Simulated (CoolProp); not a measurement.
Saturation properties of ethanol.

Computed with CoolProp (reference Helmholtz-energy equation of state, Schroeder 2014).

| T (°C) | p (MPa) | liquid cp (kJ/(kg K)) | vapour Z | liquid viscosity (µPa s) | liquid conductivity (mW/(m K)) |
|---|---|---|---|---|---|
| 133.65 | 0.6357 | 3.609 | 0.8932 | 209 | 146 |
| 136.05 | 0.6794 | 3.642 | … | 203 | 145 |
| 138.45 | 0.7255 | 3.674 | … | 197 | 145 |
| 140.85 | 0.7740 | 3.707 | 0.8790 | 191 | 144 |
| 143.25 | … | 3.740 | 0.8740 | 185 | 144 |
| 145.55 | 0.8763 | 3.772 | 0.8690 | 180 | 144 |
| 147.95 | 0.9324 | 3.805 | 0.8637 | 175 | 143 |
| 150.35 | 0.9913 | 3.838 | 0.8583 | 169 | 143 |
| 152.75 | 1.053 | 3.870 | 0.8528 | 164 | 142 |
| 155.15 | 1.118 | 3.903 | 0.8471 | 160 | 142 |
| 157.55 | 1.185 | 3.935 | 0.8412 | 155 | 141 |
| 159.85 | 1.253 | 3.966 | 0.8355 | 150 | 141 |
| 162.25 | 1.327 | 3.998 | 0.8293 | 146 | 141 |
| 164.65 | 1.404 | 4.030 | 0.8230 | 142 | 140 |

Q: What belongs in the gaps?

A: 
- 136.05, vapour Z: 0.8886
- 138.45, vapour Z: 0.8839
- 143.25, p (MPa): 0.8250

It boils at 78.4 °C under 1 atm.

Viscosity comes from a separate model (Kiselev 2005). Thermal conductivity comes from a separate model (Assael 2013).
